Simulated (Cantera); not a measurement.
Input (Python, Cantera):

```python
import numpy as np
import cantera as ct

gas = ct.Solution("gri30.yaml")
gas.TPX = 1550, 100000, {'NO': 1, 'N2': 1.7}
reactor = ct.IdealGasConstPressureReactor(gas, energy="off", clone=False)
net = ct.ReactorNet([reactor])
net.rtol, net.atol = 1e-08, 1e-18
show = ['NO', 'O2', 'O', 'N2O', 'NO2', 'N2']
times = np.geomspace(8e-05, 20, 12)

steps = ct.SolutionArray(gas, extra=["t"])
rows = []
print(f"{'t/s':>10s}{'T/K':>9s}{'P/Pa':>11s}" + "".join(f"{s:>11s}" for s in show))
for t in times:
    while net.time < t:
        t_next = net.step()
        steps.append(gas.state, t=t_next)
    rows.append([np.interp(t, steps.t, y) for y in (steps.T, steps.P, *steps(*show).X.T)])
    print(f"{t:10.3e}{rows[-1][0]:9.1f}{rows[-1][1]:11.4g}" + "".join(f"{x:11.3e}" for x in rows[-1][2:]))
rate = np.gradient(steps.T, steps.t)
print("integrator steps:", len(steps.t))
if steps.T.max() > steps.T[0] + 200:
    print(f"time of steepest temperature rise: {steps.t[rate.argmax()]:.4e} s")
gas.TPX = 1550, 100000, {'NO': 1, 'N2': 1.7}
gas.equilibrate("TP")
print(f"equilibrium (TP): T = {gas.T:.1f} K  " + "  ".join(f"{s} {gas[s].X[0]:.3e}" for s in show))
```

Output:

```
       t/s      T/K       P/Pa         NO         O2          O        N2O        NO2         N2
 8.000e-05   1550.0      1e+05  3.704e-01  7.732e-11  3.166e-08  1.879e-07  1.570e-07  6.296e-01
 2.476e-04   1550.0      1e+05  3.704e-01  3.257e-10  3.282e-08  5.794e-07  5.534e-07  6.296e-01
 7.665e-04   1550.0      1e+05  3.704e-01  1.638e-09  3.620e-08  1.771e-06  1.800e-06  6.296e-01
 2.373e-03   1550.0      1e+05  3.704e-01  1.249e-08  4.690e-08  5.274e-06  5.829e-06  6.296e-01
 7.345e-03   1550.0      1e+05  3.703e-01  1.630e-07  8.155e-08  1.453e-05  1.966e-05  6.296e-01
 2.274e-02   1550.0      1e+05  3.702e-01  3.442e-06  1.898e-07  3.237e-05  6.770e-05  6.297e-01
 7.038e-02   1550.0      1e+05  3.699e-01  6.291e-05  3.730e-07  4.668e-05  1.590e-04  6.298e-01
 2.178e-01   1550.0      1e+05  3.692e-01  3.946e-04  4.321e-07  4.801e-05  1.887e-04  6.302e-01
 6.743e-01   1550.0      1e+05  3.670e-01  1.446e-03  5.035e-07  4.742e-05  2.212e-04  6.312e-01
 2.087e+00   1550.0      1e+05  3.605e-01  4.641e-03  6.740e-07  4.568e-05  2.961e-04  6.345e-01
 6.461e+00   1550.0      1e+05  3.417e-01  1.392e-02  1.016e-06  4.092e-05  4.304e-04  6.439e-01
 2.000e+01   1550.0      1e+05  2.940e-01  3.764e-02  1.579e-06  3.015e-05  5.834e-04  6.677e-01
integrator steps: 857
equilibrium (TP): T = 1550.0 K  NO 1.484e-03  O2 1.844e-01  O 3.382e-06  N2O 9.117e-08  NO2 6.408e-06  N2 8.141e-01
```

Model: GRI-Mech 3.0 (53 species, 325 reactions), integrated in Cantera.
